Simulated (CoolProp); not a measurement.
Vapour-liquid equilibrium of cyclohexane (1) + toluene (2) at 0.176 bar; x and y are mole fractions of (1).

The numbers come from the multi-fluid Helmholtz-energy mixture model, Zhou 2014 and Lemmon 2006; pair parameters Bell 2016 in CoolProp.

```json
[
 {"x": "0.05", "bubble temperature (K)": "328.6", "y at the bubble point": "(withheld)", "dew temperature at overall composition x (K)": "330.9", "liquid density (mol/L)": "9.034"},
 {"x": "0.2", "bubble temperature (K)": "321.2", "y at the bubble point": "0.477", "dew temperature at overall composition x (K)": "(withheld)", "liquid density (mol/L)": "9.074"},
 {"x": "0.35", "bubble temperature (K)": "316.3", "y at the bubble point": "0.648", "dew temperature at overall composition x (K)": "324.5", "liquid density (mol/L)": "9.093"},
 {"x": "0.5", "bubble temperature (K)": "312.7", "y at the bubble point": "0.758", "dew temperature at overall composition x (K)": "320.6", "liquid density (mol/L)": "9.102"},
 {"x": "0.65", "bubble temperature (K)": "310.0", "y at the bubble point": "(withheld)", "dew temperature at overall composition x (K)": "316.2", "liquid density (mol/L)": "9.106"},
 {"x": "0.8", "bubble temperature (K)": "307.7", "y at the bubble point": "0.910", "dew temperature at overall composition x (K)": "311.3", "liquid density (mol/L)": "9.109"},
 {"x": "0.95", "bubble temperature (K)": "305.7", "y at the bubble point": "(withheld)", "dew temperature at overall composition x (K)": "306.4", "liquid density (mol/L)": "9.115"}
]
```

Q: Fill in the missing entries.

A: 
- 0.05, y at the bubble point: 0.166
- 0.2, dew temperature at overall composition x (K): 327.9
- 0.65, y at the bubble point: 0.841
- 0.95, y at the bubble point: 0.977

No azeotrope shows between x = 0.05 and 0.95.

The pair parameters rest on a limited set of measurements; away from them the model extrapolates.
